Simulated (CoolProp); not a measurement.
A closed Brayton cycle with carbon dioxide: compressor inlet 314.15 K and 9.2 MPa, high pressure 30.9 MPa, turbine inlet 650 K, compressor efficiency 0.89, turbine efficiency 0.85, recuperator effectiveness 0 (on enthalpy, no pinch check). Each further row changes one setting.

Computed with CoolProp (reference Helmholtz-energy equation of state, Span 1996).

```json
[
 {"case": "as stated", "thermal efficiency (%)": "?", "net work (kJ/kg)": "69.6", "compressor to turbine work": "0.36", "compressor exit (K)": "370.3", "turbine exit (K)": "528.6"},
 {"case": "turbine inlet 600 K", "thermal efficiency (%)": "16.0", "net work (kJ/kg)": "?", "compressor to turbine work": "0.41", "compressor exit (K)": "370.3", "turbine exit (K)": "?"},
 {"case": "compressor inlet 324.15 K", "thermal efficiency (%)": "15.5", "net work (kJ/kg)": "?", "compressor to turbine work": "?", "compressor exit (K)": "414.0", "turbine exit (K)": "528.6"},
 {"case": "high pressure 26.3 MPa", "thermal efficiency (%)": "14.7", "net work (kJ/kg)": "64.4", "compressor to turbine work": "?", "compressor exit (K)": "362.3", "turbine exit (K)": "?"},
 {"case": "recuperator effectiveness 0.5", "thermal efficiency (%)": "21.2", "net work (kJ/kg)": "69.6", "compressor to turbine work": "0.36", "compressor exit (K)": "370.3", "turbine exit (K)": "528.6"}
]
```

Question: What belongs in the gaps?

Answer: 
- as stated, thermal efficiency (%): 16.4
- turbine inlet 600 K, net work (kJ/kg): 57.7
- turbine inlet 600 K, turbine exit (K): 482.8
- compressor inlet 324.15 K, net work (kJ/kg): 52.7
- compressor inlet 324.15 K, compressor to turbine work: 0.52
- high pressure 26.3 MPa, compressor to turbine work: 0.33
- high pressure 26.3 MPa, turbine exit (K): 544.4
